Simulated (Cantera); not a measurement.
A closed system holds: 1 mol HgO, 0.38 mol H2, equilibrated at 1002 °C and 1 atm.

These are equilibrium values from Cantera (NASA tables, ideal gas, pure condensed phases), not measurements of a reactor. Candidate condensed phases: H2O, Hg, HgO; 10 gas species. Equilibrium is a limit: real reactors are often held back by kinetics, nucleation or transport.

Base state: Hg 0.592, H2O 0.225, O2 0.183, OH 1.13e-5 (mole fractions); condensed: gas only.

Q: What changes in the equilibrium state with this change: H2 from 0.38 to 11 mol?

A: 
| species | before | after |
|---|---|---|
| H2 | 2.88e-8 | 0.833 |
| Hg | 0.592 | 0.0833 |
| H2O | 0.225 | 0.0833 |
| O2 | 0.183 | <1e-9 |
| OH | 1.13e-5 | <1e-9 |
